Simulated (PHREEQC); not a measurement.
Synthetic water in mmol/kgw, 25 °C, pH 2.64, pe 12.6:

```json
[
 {"constituent": "Na", "mmol/kgw": "1.89"},
 {"constituent": "K", "mmol/kgw": "1.85"},
 {"constituent": "Ca", "mmol/kgw": "1.17"},
 {"constituent": "Mg", "mmol/kgw": "0.892"},
 {"constituent": "Cl", "mmol/kgw": "1.58"},
 {"constituent": "S(6)", "mmol/kgw": "5.48"},
 {"constituent": "Cu(2)", "mmol/kgw": "0.0532"},
 {"constituent": "N(5)", "mmol/kgw": "0.00251"},
 {"constituent": "Br", "mmol/kgw": "0.00119"}
]
```

Na is adjusted to close the charge balance.
Valence states are taken as typed.

All values are PHREEQC results (ion-association model, phreeqc.dat), not measurements.

Each row changes one thing in this solution. Precipitation was switched off in this run.

```
case                                               ionic strength (mol/kgw)  SO4-2 (mol/kgw)  Ca+2 (mol/kgw)  Mg+2 (mol/kgw)  HSO4- (mol/kgw)  CaSO4 (mol/kgw)  SI of Gypsum (CaSO4:2H2O)  SI of Sylvite (KCl)
-------------------------------------------------  ------------------------  ---------------  --------------  --------------  ---------------  ---------------  -------------------------  -------------------
as made                                                              0.0166          0.00424        0.000912        0.000651         0.000651         0.000253                      -1.26                -6.56
Mg from 0.892 to 0.446 mmol/kgw                                      0.0166          0.00433        0.000908        0.000324         0.000664         0.000258                      -1.26                -6.56
all concentrations times 3 at the same typed pH                      0.0470           0.0120               …               …          0.00152                …                      -0.61                -5.67
Cl from 1.58 to 0.79 mmol/kgw                                             …          0.00424        0.000908        0.000648         0.000655         0.000257                      -1.26                -6.85
temperature from 25 to 65 °C at the same typed pH                    0.0146          0.00337        0.000906        0.000521          0.00138                …                      -1.28                -6.74
```

### Question
Complete the blanks.

### Answer

- all concentrations times 3 at the same typed pH, Ca+2 (mol/kgw): 0.00236
- all concentrations times 3 at the same typed pH, Mg+2 (mol/kgw): 0.00163
- all concentrations times 3 at the same typed pH, CaSO4 (mol/kgw): 0.00113
- Cl from 1.58 to 0.79 mmol/kgw, ionic strength (mol/kgw): 0.0158
- temperature from 25 to 65 °C at the same typed pH, CaSO4 (mol/kgw): 0.000255

Complexes and solids missing from the database can't appear. Away from 25 °C the constants follow the database's enthalpies or fits; those with neither stay at their 25 °C values.
